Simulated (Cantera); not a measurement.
Source: NASA polynomial tables (part measured, part estimated), evaluated in Cantera. Values are per mole of reaction as written; species without (g) are pure solids or liquids, kept so even where they would boil at 1 bar.

### Question
Between 1500 and 1800 K, where is each reaction favourable under standard conditions?
- N₂(g) + B₂O₂(g) → O₂(g) + 2 BN

### Answer
- N₂(g) + B₂O₂(g) → O₂(g) + 2 BN: ΔG° is 255 kJ at 1500 K and 313 kJ at 1800 K; it stays positive (K < 1). ΔH° is -32 kJ and ΔS° -192 J/K at 1800 K.
